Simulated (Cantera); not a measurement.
An adiabatic, constant-pressure homogeneous reactor starts with CO : H2 : CH4 : O2 : N2 = 1 : 0.055 : 0.14 : 2.07 : 7.79 (molar parts), equivalence ratio 0.39, at 1573 K and 26.6 atm. Integrator tolerance rtol = 1e-08.

Detailed kinetics in Cantera: GRI-Mech 3.0 (53 species, 325 reactions). The pressure lies above the range GRI-Mech 3.0 was tuned for (to about 10 atm).

Task: What does this change do: N2 7.79 to 12 parts?

Result: 
| quantity | before | after |
|---|---|---|
| time of steepest temperature rise | 9.49 µs | 13.0 µs |
| temperature at 4.00 s | 2485 K | 2264 K |
| equilibrium temperature | 2485 K | 2264 K |
| x(CO) at 4.00 s | 0.00209 (gas-phase equilibrium 0.00209) | 0.000484 (gas-phase equilibrium 0.000484) |
| x(H2) at 4.00 s | 9.69e-5 (gas-phase equilibrium 9.69e-5) | 2.55e-5 (gas-phase equilibrium 2.55e-5) |
| x(CH4) at 4.00 s | <1e-12 (gas-phase equilibrium <1e-12) | <1e-12 (gas-phase equilibrium <1e-12) |
| x(C2H4) at 4.00 s | <1e-12 (gas-phase equilibrium <1e-12) | <1e-12 (gas-phase equilibrium <1e-12) |
| x(H2O) at 4.00 s | 0.0302 (gas-phase equilibrium 0.0302) | 0.0222 (gas-phase equilibrium 0.0222) |
| x(CO2) at 4.00 s | 0.106 (gas-phase equilibrium 0.106) | 0.0768 (gas-phase equilibrium 0.0768) |

Task: What does this change do: constant volume in place of constant pressure?

Result: 
```csv
quantity,before,after
time of steepest temperature rise,9.49 µs,8.86 µs
temperature at 4.00 s,2485 K,2661 K
equilibrium temperature,2485 K,2661 K
x(CO) at 4.00 s,0.00209 (gas-phase equilibrium 0.00209),0.00393 (gas-phase equilibrium 0.00393)
x(H2) at 4.00 s,9.69e-5 (gas-phase equilibrium 9.69e-5),0.000168 (gas-phase equilibrium 0.000168)
x(CH4) at 4.00 s,<1e-12 (gas-phase equilibrium <1e-12),<1e-12 (gas-phase equilibrium <1e-12)
x(C2H4) at 4.00 s,<1e-12 (gas-phase equilibrium <1e-12),<1e-12 (gas-phase equilibrium <1e-12)
x(H2O) at 4.00 s,0.0302 (gas-phase equilibrium 0.0302),0.0294 (gas-phase equilibrium 0.0294)
x(CO2) at 4.00 s,0.106 (gas-phase equilibrium 0.106),0.104 (gas-phase equilibrium 0.104)
```
